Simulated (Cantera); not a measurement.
Feed: 1 mol Fe, 0.15 mol SO₂, 96 mol H₂, 8.3 mol CO, at 4.10 mbar.

Equilibrium computed with Cantera from the NASA thermochemical tables; the gas is ideal and each condensed phase is pure. Candidate condensed phases: C, C₆H₆, C₇H₈, C₈H₁₈, Fe, Fe(CO)₅, FeO, Fe(OH)₂, Fe(OH)₃, FeS, FeSO₄, FeS₂, Fe₂O₃, Fe₂(SO₄)₃, Fe₃O₄, H₂O, H₂SO₄, S; 127 gas species. Mutual solubility and eutectic melting of coexisting phases are not modelled. FeS: taken at fixed stoichiometry. Condensed phases not in the tables: cementite and carbon dissolved in iron. Equilibrium is a limit: real reactors are often held back by kinetics, nucleation or transport.

x: gas mole fraction; n: condensed amount in mol.

| T (°C) | x H₂ | x CO | x H₂O | x CH₄ | x CO₂ | x H₂S | x H | n C(graphite) | n Fe(α) | n FeS(s) | n Fe(γ) |
|---|---|---|---|---|---|---|---|---|---|---|---|
| 452 | 0.905 | 0.0397 | 0.0283 | 0.0172 | 0.00935 | 4.97e-5 | 1.39e-12 | 1.73 | 0.855 | 0.145 | 0 |
| 552 | 0.916 | 0.0761 | 0.00426 | 0.00263 | 0.00126 | 0.000190 | 1.19e-10 | 0 | 0.870 | 0.130 | 0 |
| 652 | 0.917 | 0.0790 | 0.00257 | 0.000135 | 0.000447 | 0.000533 | 3.89e-9 | 0 | 0.906 | 0.0942 | 0 |
| 752 | 0.917 | 0.0793 | 0.00259 | 7.72e-6 | 0.000291 | 0.00122 | 6.51e-8 | 0 | 0.978 | 0.0220 | 0 |
| 852 | 0.916 | 0.0794 | 0.00267 | ___ | ___ | 0.00143 | ___ | 0 | 1.00 | 0 | 0 |
| 952 | 0.916 | 0.0794 | 0.00272 | ___ | ___ | 0.00143 | ___ | 0 | 0 | 0 | 1.000 |
| 1052 | 0.916 | 0.0794 | 0.00275 | 1.81e-8 | 0.000128 | 0.00140 | 2.44e-5 | 0 | 0 | 0 | 1.000 |
| 1152 | 0.916 | 0.0795 | 0.00277 | 4.24e-9 | 0.000106 | 0.00135 | 0.000102 | 0 | 0 | 0 | 0.999 |
| 1252 | 0.916 | 0.0795 | 0.00279 | 1.21e-9 | 8.98e-5 | 0.00123 | 0.000354 | 0 | 0 | 0 | 0.994 |
| 1352 | 0.915 | 0.0794 | 0.00279 | 4.02e-10 | 7.80e-5 | 0.00105 | 0.00105 | 0 | 0 | 0 | 0.956 |

Question: What belongs in the gaps?

Answer: 
- 952, x CH₄: 9.76e-8
- 952, x CO₂: 0.000160
- 952, x H: 4.66e-6
- 852, x CH₄: 7.14e-7
- 852, x CO₂: 0.000210
- 852, x H: 6.64e-7
